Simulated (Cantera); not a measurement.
Feed: 1 mol Si, 2.1 mol HCl, 0.67 mol H2, held at 0.133 bar.

Method: chemical equilibrium by Gibbs-energy minimisation in Cantera with the NASA 1993 tables (ideal gas, pure condensed phases). Candidate condensed phases: Si; 19 gas species. Equilibrium is a limit: real reactors are often held back by kinetics, nucleation or transport.

Over these rows the condensed part is Si(s). Partial pressures as log10 of bar:

| T (K) | 1000/T (1/K) | log p HCl | log p H2 | log p SiCl4 | log p SiHCl3 |
|---|---|---|---|---|---|
| 548 | 1.8248 | -5.65 | -1.00 | -1.59 | -2.09 |
| 573 | 1.7452 | -5.35 | -1.00 | -1.59 | -2.10 |
| 598 | 1.6722 | -5.07 | -1.00 | -1.59 | -2.10 |
| 623 | 1.6051 | -4.82 | -1.00 | -1.59 | -2.11 |
| 648 | 1.5432 | ? | -1.00 | -1.59 | -2.11 |
| 673 | 1.4859 | -4.37 | -1.00 | -1.59 | -2.12 |

Question: Fit log p(HCl) = a + b·(1000/T) to the five rows, give the apparent enthalpy, and predict the row at 648 K.

Answer: Means: 1000/T = 1.6666, log p = -5.052. Sxy = -0.255633, Sxx = 0.0676713, so b = -3.78 and a = -5.052 − (-3.78)×1.6666 = 1.25.
Apparent enthalpy: −19.145 × (-3.78) = 72 kJ/mol. With the condensed phases at unit activity, 1/2 H2(g) + 1/4 SiCl4(g) = HCl(g) + 1/4 Si(s) links this pressure to the main gases: over the six rows their terms move log p by +0.00 in all, so the slope is close to that reaction's ΔH°. The five rows lie within 0.01 of the line.
Prediction at 648 K: 1.25 + (-3.78)×1.5432 = -4.58. The computed value is -4.59, 0.01 from the line.
